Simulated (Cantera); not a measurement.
A perfectly stirred reactor is fed with 88.5 % NO, 11.5 % N₂, at 0.118 atm; it is held at 2198 K, and followed from long to short residence time.

Cantera simulation using GRI-Mech 3.0 (53 species, 325 reactions); the numbers are that mechanism's predictions, not measurements.

Task: Predict: x(NO) at τ = 3.60 s; x(N₂O) at τ = 3.60 s; x(O₂) at τ = 3.60 s; x(NO₂) at τ = 3.60 s; x(N₂) at τ = 3.60 s; x(NO) at τ = 20.0 ms; x(N₂O) at τ = 20.0 ms; x(O₂) at τ = 20.0 ms; x(NO₂) at τ = 20.0 ms; x(N₂) at τ = 20.0 ms.

Result: 
| Item | Result |
|---|---|
| x(NO) at τ = 3.60 s | 0.0916 |
| x(N₂O) at τ = 3.60 s | 2.55e-6 |
| x(O₂) at τ = 3.60 s | 0.393 |
| x(NO₂) at τ = 3.60 s | 5.53e-5 |
| x(N₂) at τ = 3.60 s | 0.510 |
| x(NO) at τ = 20.0 ms | 0.848 |
| x(N₂O) at τ = 20.0 ms | 0.000288 |
| x(O₂) at τ = 20.0 ms | 0.0169 |
| x(NO₂) at τ = 20.0 ms | 0.000128 |
| x(N₂) at τ = 20.0 ms | 0.133 |
